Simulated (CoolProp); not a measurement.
R1132(E) at several states: Z from the reference equation and from simpler models built on Tc = 348.8 K, pc = 5.174 MPa, ω = 0.245; each cubic takes its own stable root.

Model: reference Helmholtz-energy equation of state, Akasaka 2024, in CoolProp.

| T (K) | p (MPa) | phase | reference | van der Waals | Peng-Robinson |
|---|---|---|---|---|---|
| 319.5 | 0.829 | gas | 0.9202 | 0.9380 | 0.9166 |
| 246.8 | 0.0121 | gas | 0.9974 | 0.9984 | 0.9976 |
| 255.7 | 6.5 | liquid | 0.1830 | 0.2956 | 0.1783 |
| 245.2 | 0.109 | gas | 0.9753 | 0.9856 | 0.9775 |
| 364.2 | 0.0153 | gas | 0.9991 | 0.9992 | 0.9990 |
